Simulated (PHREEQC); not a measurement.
Dissolve 20 mmol/kgw HF, 0.051 mmol/kgw Na2CO3 and 0.18 mmol/kgw KCl at 25 °C. Closed to the air; pH follows from the charge balance.

All values are PHREEQC results (ion-association model, wateq4f.dat), not measurements.

Each row changes one thing in this solution. This is a speciation only: nothing precipitates in the calculation.

```
case                            pH  ionic strength (mol/kgw)  HF (mol/kgw)  F- (mol/kgw)  H2F2 (mol/kgw)  HF2- (mol/kgw)  SI of Halite (NaCl)  SI of Nahcolite (NaHCO3)
----------------------------  ----  ------------------------  ------------  ------------  --------------  --------------  -------------------  ------------------------
as made                       2.49                   0.00371        0.0151       0.00334        0.000594        0.000193                -9.38                    -11.63
0.0028 mol/kgw Na2SO4 added   2.52                    0.0114        0.0148             ?        0.000569        0.000209                -7.67                     -9.87
diluted 100-fold with water   3.80                  0.000164       3.80e-5      0.000162         3.76e-9         2.36e-8               -13.33                    -14.30
temperature from 25 to 65 °C  2.63                   0.00275        0.0169       0.00239        0.000160        0.000178                -9.45                    -11.75
temperature from 25 to 15 °C  2.46                   0.00394        0.0145       0.00358        0.000779        0.000182                    ?                    -11.63
```

Q: What belongs in the gaps?

A: 
- 0.0028 mol/kgw Na2SO4 added, F- (mol/kgw): 0.00367
- temperature from 25 to 15 °C, SI of Halite (NaCl): -9.35

Complexes and solids missing from the database can't appear. wateq4f.dat counts part of the HF as a dimer, H2F2, which phreeqc.dat doesn't know; its constant is uncertain. At this temperature some constants are extrapolated from 25 °C, and those without enthalpy data are left unchanged.
